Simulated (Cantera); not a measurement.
An adiabatic, constant-volume homogeneous reactor starts with CH4 : O2 : N2 = 1 : 4.35 : 16.3 (molar parts), at 1675 K and 100000 Pa.

Model: GRI-Mech 3.0 (53 species, 325 reactions), integrated in Cantera.

One state of this run: T (K) = 2619; P (bar) = 1.58; x CH4 = <1e-12; x O2 = 0.0963; x NO = 0.0184; x CH2O = 9.29e-12; x HCN = 2.36e-11. x: mole fraction; the columns are a selection and need not sum to one.

Q: Which value of t (s) does it belong to?
A) 1.00
B) 7.21e-5
C) 0.00173
D) 2.50e-5

A: A, 1.00
